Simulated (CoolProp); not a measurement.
The fluid at 293.15 K and 0.117 MPa is compressed adiabatically to 0.81 MPa with isentropic efficiency 0.85. The same conditions are run with several fluids, on thermodynamics alone (safety and materials aside).

Values from CoolProp's reference Helmholtz-energy equation of state of each fluid (R114: Platzer 1990; fluoroethane (R161): Wu 2012; R227EA: Lemmon 2016; R407C: Lemmon 2003; cyclopropane: Polt 1992). The equations of Platzer and Polt are older, rougher fits. Blends and air are pseudo-pure fits.

| fluid | work (kJ/kg) | final temperature (K) | final density (kg/m³) |
|---|---|---|---|
| R114 | 31.7 | 348.9 | 58.2 |
| fluoroethane (R161) | 128 | 392.1 | 12.6 |
| R227EA | 32.0 | 340.7 | 57.3 |
| R407C | 69.6 | 378.2 | 23.5 |
| cyclopropane | 146 | 393.5 | 11.0 |
